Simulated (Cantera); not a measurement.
An isothermal, constant-pressure homogeneous reactor starts with N2O = 1 (molar parts), at 1148 K and 0.132 atm.

Computed with Cantera and GRI-Mech 3.0 (53 species, 325 reactions). GRI-Mech 3.0 was tuned for natural gas; its chemistry of N2O as a main component is partial and can be far from experiment. The mechanism lacks the step 2 NO + O2 → 2 NO2, which can matter for NO2 below about 1400 K. The temperature is held fixed by assumption; the heat of reaction is taken as removed at once.

**Question.** Predict: x(N2O) at 20.0 s; x(NO) at 20.0 s; x(O2) at 20.0 s; x(NO2) at 20.0 s; x(O) at 20.0 s.

**Answer.** x(N2O) at 20.0 s: 0.463 (gas-phase equilibrium 3.66e-9)
x(NO) at 20.0 s: 0.0299 (gas-phase equilibrium 0.000150)
x(O2) at 20.0 s: 0.164 (gas-phase equilibrium 0.333)
x(NO2) at 20.0 s: 5.15e-5 (gas-phase equilibrium 1.51e-6)
x(O) at 20.0 s: 7.28e-7 (gas-phase equilibrium 1.26e-8)
